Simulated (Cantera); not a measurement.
Charge: 1 mol SiCl4, 9.1 mol N2, 15 mol H2, equilibrated at 0.000610 bar.

Equilibrium computed with Cantera from the NASA thermochemical tables; the gas is ideal and each condensed phase is pure. Candidate condensed phases: NH4Cl, Si, Si3N4; 28 gas species. N2 is the only nitrogen source here; it is nearly inert below about 1500 K, so the nitride shown seldom forms there in practice. Equilibrium is a limit: real reactors are often held back by kinetics, nucleation or transport.

Over these rows the condensed part is Si3N4(s). Partial pressures as log10 of bar:

| T (K) | 1000/T (1/K) | log p SiCl2 | log p H2 | log p N2 | log p HCl |
|---|---|---|---|---|---|
| 998 | 1.0020 | -9.06 | -3.51 | -3.69 | -4.02 |
| 1098 | 0.9107 | -7.80 | -3.51 | -3.69 | -4.02 |
| 1198 | 0.8347 | -6.75 | -3.51 | -3.69 | -4.02 |
| 1298 | 0.7704 | ? | -3.50 | -3.69 | -4.03 |
| 1398 | 0.7153 | -5.24 | -3.50 | -3.69 | -4.08 |
| 1498 | 0.6676 | -4.83 | -3.49 | -3.68 | -4.19 |

Fit log p(SiCl2) = a + b·(1000/T) to the five rows, give the apparent enthalpy, and predict the row at 1298 K.

Means: 1000/T = 0.8261, log p = -6.736. Sxy = -0.966784, Sxx = 0.0755708, so b = -12.79 and a = -6.736 − (-12.79)×0.8261 = 3.83.
Apparent enthalpy: −19.145 × (-12.79) = 245 kJ/mol. With the condensed phases at unit activity, 1/3 Si3N4(s) + 2 HCl(g) = SiCl2(g) + H2(g) + 2/3 N2(g) links this pressure to the main gases: over the six rows their terms move log p by -0.37 in all, so the slope isn't that reaction's ΔH° alone. The five rows lie within 0.12 of the line; that is curvature, so one enthalpy describes this range poorly.
Prediction at 1298 K: 3.83 + (-12.79)×0.7704 = -6.02. The computed value is -5.89, 0.13 from the line.
